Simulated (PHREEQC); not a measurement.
Solution (25 °C): 0.87 mmol/kgw Ag2SO4, 8.1 mmol/kgw HF and 0.42 mmol/kgw Cu(NO3)2. Closed to the air; pH follows from the charge balance.

Equilibrium calculation in PHREEQC: ion-association model, wateq4f.dat.

### Question
The ionic strength comes out as 0.00566 mol/kgw. What activity coefficients do CuF+, SO4-2, HSO4-, H+, HF2- get?

### Answer
CuF+ 0.92, SO4-2 0.73, HSO4- 0.92, H+ 0.93, HF2- 0.92.

No solid was allowed to form. Species that the database lacks are ignored.
